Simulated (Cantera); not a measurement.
Input: 1 mol Si(CH3)4, 0.0074 mol C3H8, 280 mol H2, held at 488 Torr.

Equilibrium computed with Cantera from the NASA thermochemical tables; the gas is ideal and each condensed phase is pure. Candidate condensed phases: C, C6H6, C7H8, C8H18, Si, SiC; 87 gas species. Gases not in the tables: Si2H6 and higher silanes. The numbers say what is thermodynamically allowed, not how fast it happens.

log p: log10 of the partial pressure in bar; n: condensed amount in mol.

```tsv
T (K)	log p H2	log p H	log p C2H2 (acetylene)	log p Si	log p SiH	log p CH4	n C(graphite)	n SiC(s)
1923	-0.19	-3.12	-3.53	-6.16	-6.34	-3.66	2.66	0.999
1973	-0.19	-2.96	-3.38	-5.81	-6.04	-3.72	2.57	0.998
2023	-0.19	-2.82	-3.24	-5.47	-5.76	-3.78	2.44	0.995
2073	-0.19	-2.67	-3.10	-5.15	-5.48	-3.83	2.26	0.992
2123	-0.19	-2.54	-2.97	-4.84	-5.23	-3.88	2.03	0.985
2173	-0.19	-2.41	-2.85	-4.55	-4.98	-3.94	1.73	0.973
2223	-0.19	-2.29	-2.73	-4.28	-4.75	-3.99	1.35	0.952
2273	-0.19	-2.17	-2.62	-4.01	-4.52	-4.03	0.895	0.916
2323	-0.20	-2.06	-2.51	-3.76	-4.31	-4.08	0.339	0.853
2373	-0.20	-1.95	-2.45	-3.50	-4.08	-4.14	0	0.736
2423	-0.20	[?]	-2.43	[?]	[?]	[?]	0	[?]
2473	-0.20	-1.75	-2.39	-2.97	-3.63	-4.30	0	0.138
2523	-0.21	[?]	-2.38	-2.88	-3.58	[?]	0	0
2573	-0.21	-1.57	-2.38	-2.85	-3.58	-4.46	0	0
```

Problem. Fill in the missing entries.

Solution. 
- 2523, log p H: -1.66
- 2523, log p CH4: -4.38
- 2423, log p H: -1.85
- 2423, log p Si: -3.23
- 2423, log p SiH: -3.85
- 2423, log p CH4: -4.23
- 2423, n SiC(s): 0.516
